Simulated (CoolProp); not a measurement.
Vapour-liquid equilibrium of nitrogen (1) + oxygen (2) at -164.65 °C; x and y are mole fractions of (1).

The numbers come from the multi-fluid Helmholtz-energy mixture model, Span 2000 and Schmidt 1985; pair parameters Gernert 2013 in CoolProp.

Task: Give the bubble pressure and the first vapour's composition at x = 0.35, 0.425, 0.5. Is there an azeotrope?

Result: x = 0.35: 0.7953 MPa, y = 0.558; x = 0.425: 0.8559 MPa, y = 0.627; x = 0.5: 0.9162 MPa, y = 0.688. No azeotrope shows between x = 0.05 and 0.95.

Pair parameters are fitted to limited data, so mixtures are less certain than the pure fluids. The gap from Raoult's law changes sign with composition, which may be real or a fault of the pair parameters; it wasn't checked against measurements.
